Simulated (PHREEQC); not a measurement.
A PHREEQC input (ion-association model, phreeqc.dat):

```
SOLUTION 1
  temp 298.15
  units mg/L
  pH 7.54
  pe -1.7
  Na 45
  K 0.404
  Ca 24.9
  Mg 12
  Cl 93.3
  S(6) 22.3 as SO4
  Alkalinity 71.6 as HCO3
  Zn 2.5
  Li 0.00919
END
USE solution 1
EQUILIBRIUM_PHASES 1
  CO2(g) -3.4 10
END
```

The run finishes without an error or a warning.

Its last state differs from that of the intended input:

| quantity | as run | intended |
|---|---|---|
| pH | 7.41 | 8.22 |
| ionic strength (mol/kgw) | 0.00359 | 0.00545 |
| HCO3- (mol/kgw) | 1.01e-6 | 0.00107 |
| Ca+2 (mol/kgw) | 0.000105 | 0.000598 |
| Mg+2 (mol/kgw) | 2.42e-5 | 0.000474 |
| CO2 (mol/kgw) | 4.84e-6 | 1.35e-5 |

Problem. One thing in the input isn't as intended. What explains the difference?

Solution. One answer among several that fit: The fault: the temperature typed in kelvin. The line should read `temp 25` where the input has `temp 298.15`.
